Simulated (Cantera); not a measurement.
Gas-phase reforming

A perfectly stirred reactor is fed with CH4 : H2O = 1 : 1.9 (molar parts), at 1200 Torr; it is held at 1373 K, and followed from long to short residence time.

Detailed kinetics in Cantera: GRI-Mech 3.0 (53 species, 325 reactions).

```json
[
 {"τ (s)": "4.0", "x CH4": "0.225", "x H2O": "0.590", "x CO": "0.00390", "x C2H4": "0.00906", "x CH2CO": "1.52e-5", "x C2H6": "0.000193", "x CH3": "2.00e-5"},
 {"τ (s)": "1.5", "x CH4": "0.275", "x H2O": "0.621", "x CO": "0.00134", "x C2H4": "0.00463", "x CH2CO": "1.18e-5", "x C2H6": "0.000304", "x CH3": "2.49e-5"},
 {"τ (s)": "0.54", "x CH4": "0.312", "x H2O": "0.640", "x CO": "0.000348", "x C2H4": "0.00276", "x CH2CO": "6.33e-6", "x C2H6": "0.000470", "x CH3": "3.02e-5"},
 {"τ (s)": "0.20", "x CH4": "0.331", "x H2O": "0.650", "x CO": "7.86e-5", "x C2H4": "0.00193", "x CH2CO": "2.05e-6", "x C2H6": "0.000583", "x CH3": "3.32e-5"},
 {"τ (s)": "0.072", "x CH4": "0.340", "x H2O": "0.654", "x CO": "1.59e-5", "x C2H4": "0.000969", "x CH2CO": "2.80e-7", "x C2H6": "0.000556", "x CH3": "3.29e-5"},
 {"τ (s)": "0.027", "x CH4": "0.343", "x H2O": "0.655", "x CO": "2.68e-6", "x C2H4": "0.000300", "x CH2CO": "1.73e-8", "x C2H6": "0.000391", "x CH3": "2.91e-5"},
 {"τ (s)": "0.0098", "x CH4": "0.344", "x H2O": "0.655", "x CO": "2.58e-7", "x C2H4": "5.67e-5", "x CH2CO": "4.75e-10", "x C2H6": "0.000193", "x CH3": "2.37e-5"},
 {"τ (s)": "0.0036", "x CH4": "0.345", "x H2O": "0.655", "x CO": "2.01e-8", "x C2H4": "9.65e-6", "x CH2CO": "1.01e-11", "x C2H6": "7.52e-5", "x CH3": "1.94e-5"}
]
```
x: mole fraction; the columns are a selection and need not sum to one.
